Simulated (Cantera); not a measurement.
**Thermodynamics of carbon deposition, reforming and gasification, feed CH₃OH + H₂ + N₂ + CO₂**

Charge: 1 mol CH₃OH, 0.62 mol H₂, 1.3 mol N₂, 0.32 mol CO₂, held at 12000 Torr.

These are equilibrium values from Cantera (NASA tables, ideal gas, pure condensed phases), not measurements of a reactor. Candidate condensed phases: C, C₆H₆, C₇H₈, C₈H₁₈, H₂O; 136 gas species. The numbers say what is thermodynamically allowed, not how fast it happens.

From 723 K to 1073 K the condensed part is C(graphite). From 1123 K to 1223 K nothing is condensed. The main C-bearing gas is CH₄ at 723 K and CO at 1223 K.

```json
[
 {"T (K)": "723", "log p H₂": "-0.11", "log p N₂": "0.77", "log p H₂O": "0.67", "log p CO": "-1.53", "log p CH₄": "0.51", "log p CO₂": "0.14", "log p NH₃": "-1.93", "log p HCN": "-7.63", "n C(graphite)": "0.306"},
 {"T (K)": "773", "log p H₂": "0.08", "log p N₂": "0.76", "log p H₂O": "0.64", "log p CO": "-1.12", "log p CH₄": "0.49", "log p CO₂": "0.16", "log p NH₃": "-1.90", "log p HCN": "-6.91", "n C(graphite)": "0.299"},
 {"T (K)": "823", "log p H₂": "0.24", "log p N₂": "0.76", "log p H₂O": "0.61", "log p CO": "-0.75", "log p CH₄": "0.45", "log p CO₂": "0.17", "log p NH₃": "-1.88", "log p HCN": "-6.29", "n C(graphite)": "0.296"},
 {"T (K)": "873", "log p H₂": "0.38", "log p N₂": "0.74", "log p H₂O": "0.56", "log p CO": "-0.44", "log p CH₄": "0.41", "log p CO₂": "0.17", "log p NH₃": "-1.88", "log p HCN": "-5.74", "n C(graphite)": "0.289"},
 {"T (K)": "923", "log p H₂": "0.49", "log p N₂": "0.73", "log p H₂O": "0.51", "log p CO": "-0.17", "log p CH₄": "0.35", "log p CO₂": "0.16", "log p NH₃": "-1.90", "log p HCN": "-5.26", "n C(graphite)": "0.268"},
 {"T (K)": "973", "log p H₂": "0.58", "log p N₂": "0.71", "log p H₂O": "0.43", "log p CO": "0.06", "log p CH₄": "0.27", "log p CO₂": "0.12", "log p NH₃": "-1.93", "log p HCN": "-4.83", "n C(graphite)": "0.222"},
 {"T (K)": "1023", "log p H₂": "0.66", "log p N₂": "0.69", "log p H₂O": "0.34", "log p CO": "0.24", "log p CH₄": "0.19", "log p CO₂": "0.04", "log p NH₃": "-1.97", "log p HCN": "-4.46", "n C(graphite)": "0.145"},
 {"T (K)": "1073", "log p H₂": "0.71", "log p N₂": "0.66", "log p H₂O": "0.22", "log p CO": "0.39", "log p CH₄": "0.09", "log p CO₂": "-0.07", "log p NH₃": "-2.03", "log p HCN": "-4.12", "n C(graphite)": "0.0401"},
 {"T (K)": "1123", "log p H₂": "0.76", "log p N₂": "0.64", "log p H₂O": "0.12", "log p CO": "0.47", "log p CH₄": "-0.07", "log p CO₂": "-0.21", "log p NH₃": "-2.08", "log p HCN": "-3.88", "n C(graphite)": "0"},
 {"T (K)": "1173", "log p H₂": "0.80", "log p N₂": "0.63", "log p H₂O": "0.05", "log p CO": "0.52", "log p CH₄": "-0.28", "log p CO₂": "-0.34", "log p NH₃": "-2.15", "log p HCN": "-3.72", "n C(graphite)": "0"},
 {"T (K)": "1223", "log p H₂": "0.83", "log p N₂": "0.61", "log p H₂O": "-0.02", "log p CO": "0.55", "log p CH₄": "-0.52", "log p CO₂": "-0.46", "log p NH₃": "-2.22", "log p HCN": "-3.60", "n C(graphite)": "0"}
]
```
log p: log10 of the partial pressure in bar; n: condensed amount in mol.
